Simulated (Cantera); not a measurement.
An adiabatic, constant-pressure homogeneous reactor starts with CH4 : O2 : N2 = 1 : 3.33 : 12.5 (molar parts), at 1550 K and 0.760 bar. Integrator tolerance rtol = 1e-08.

Detailed kinetics in Cantera: GRI-Mech 3.0 (53 species, 325 reactions).

### Question
What does this change do: initial temperature 1550 to 998 K?

### Answer
| quantity | before | after |
|---|---|---|
| time of steepest temperature rise | 0.787 ms | not reached |
| temperature at 0.100 s | 2535 K | 998 K |
| equilibrium temperature | 2535 K | 2194 K |
| x(CH4) at 0.100 s | <1e-12 (gas-phase equilibrium <1e-12) | 0.0594 (gas-phase equilibrium <1e-12) |
| x(O2) at 0.100 s | 0.0718 (gas-phase equilibrium 0.0718) | 0.198 (gas-phase equilibrium 0.0747) |
| x(H2) at 0.100 s | 0.00322 (gas-phase equilibrium 0.00322) | 3.76e-7 (gas-phase equilibrium 0.000538) |
| x(OH) at 0.100 s | 0.0136 (gas-phase equilibrium 0.0136) | 1.67e-10 (gas-phase equilibrium 0.00434) |
| x(HCO) at 0.100 s | 1.85e-9 (gas-phase equilibrium 1.85e-9) | <1e-12 (gas-phase equilibrium 3.72e-11) |
| x(CO) at 0.100 s | 0.00938 (gas-phase equilibrium 0.00938) | 1.29e-7 (gas-phase equilibrium 0.00141) |
| x(C2H6) at 0.100 s | <1e-12 (gas-phase equilibrium <1e-12) | 1.10e-6 (gas-phase equilibrium <1e-12) |
Below about 1000 K GRI-Mech 3.0 lacks low-temperature oxidation paths.

### Question
What does this change do: constant volume in place of constant pressure?

### Answer
```
quantity                                                            before                                    after
---------------------------------  ---------------------------------------  ---------------------------------------
time of steepest temperature rise                                 0.787 ms                                 0.759 ms
temperature at 0.100 s                                              2535 K                                   2688 K
equilibrium temperature                                             2535 K                                   2688 K
x(CH4) at 0.100 s                    <1e-12 (gas-phase equilibrium <1e-12)    <1e-12 (gas-phase equilibrium <1e-12)
x(O2) at 0.100 s                     0.0718 (gas-phase equilibrium 0.0718)    0.0703 (gas-phase equilibrium 0.0703)
x(H2) at 0.100 s                   0.00322 (gas-phase equilibrium 0.00322)  0.00460 (gas-phase equilibrium 0.00460)
x(OH) at 0.100 s                     0.0136 (gas-phase equilibrium 0.0136)    0.0178 (gas-phase equilibrium 0.0178)
x(HCO) at 0.100 s                  1.85e-9 (gas-phase equilibrium 1.85e-9)  6.38e-9 (gas-phase equilibrium 6.38e-9)
x(CO) at 0.100 s                   0.00938 (gas-phase equilibrium 0.00938)    0.0136 (gas-phase equilibrium 0.0136)
x(C2H6) at 0.100 s                   <1e-12 (gas-phase equilibrium <1e-12)    <1e-12 (gas-phase equilibrium <1e-12)
```
